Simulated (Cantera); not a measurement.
A freely propagating, adiabatic, planar premixed flame of 7.14 % CH4, 17.2 % O2, 75.7 % N2, equivalence ratio 0.83, unburnt at 550 K and 4.30 bar; mixture-averaged transport, grid criteria slope 0.08 and curve 0.16, no radiation.

Cantera simulation using GRI-Mech 3.0 (53 species, 325 reactions); the numbers are that mechanism's predictions, not measurements. Burning velocities carry a grid error of a few per cent, more on coarse grids.

x: mole fraction of selected species; z is measured from the peak of heat release.

| z (mm) | T (K) | u (m/s) | x CH4 | x O2 | x CO2 | x HO2 | x NO | x C2H |
|---|---|---|---|---|---|---|---|---|
| -0.523 | 552 | 0.365 | 0.0712 | 0.172 | 5.65e-6 | 1.94e-7 | <1e-8 | <1e-8 |
| -0.349 | 558 | 0.370 | 0.0707 | 0.171 | 3.99e-5 | 1.10e-6 | <1e-8 | <1e-8 |
| -0.262 | 578 | 0.384 | 0.0693 | 0.170 | (withheld) | (withheld) | (withheld) | <1e-8 |
| -0.174 | 674 | 0.449 | 0.0636 | 0.162 | 0.00131 | 2.25e-5 | 1.76e-7 | <1e-8 |
| -0.0872 | 1043 | 0.699 | 0.0421 | 0.130 | 0.00889 | 0.000105 | 1.76e-6 | <1e-8 |
| -0.0436 | (withheld) | 0.934 | (withheld) | (withheld) | (withheld) | (withheld) | (withheld) | <1e-8 |
| 0 | 1730 | 1.16 | 0.00392 | 0.0585 | 0.0355 | 0.000106 | 7.64e-6 | 4.13e-8 |
| 0.0436 | 1877 | 1.26 | 0.000116 | 0.0408 | 0.0506 | 2.66e-5 | 1.15e-5 | <1e-8 |
| 0.0872 | 1940 | 1.29 | 2.13e-6 | 0.0358 | 0.0587 | 1.59e-5 | 1.40e-5 | <1e-8 |
| 0.174 | 2004 | 1.33 | <1e-8 | 0.0324 | 0.0648 | 8.65e-6 | 1.70e-5 | <1e-8 |
| 0.349 | 2050 | 1.36 | <1e-8 | 0.0306 | 0.0682 | 3.96e-6 | 2.01e-5 | <1e-8 |
| 0.698 | 2072 | 1.37 | <1e-8 | 0.0298 | 0.0697 | 2.02e-6 | 2.29e-5 | <1e-8 |
| 1.40 | 2078 | 1.38 | <1e-8 | 0.0296 | 0.0702 | 1.57e-6 | 2.62e-5 | <1e-8 |

Task: Some entries are withheld; supply them.

Result: 
- -0.262, x CO2: 0.000187
- -0.262, x HO2: 4.16e-6
- -0.262, x NO: 2.50e-8
- -0.0436, T (K): 1388
- -0.0436, x CH4: 0.0220
- -0.0436, x O2: 0.0958
- -0.0436, x CO2: 0.0193
- -0.0436, x HO2: 0.000163
- -0.0436, x NO: 4.19e-6
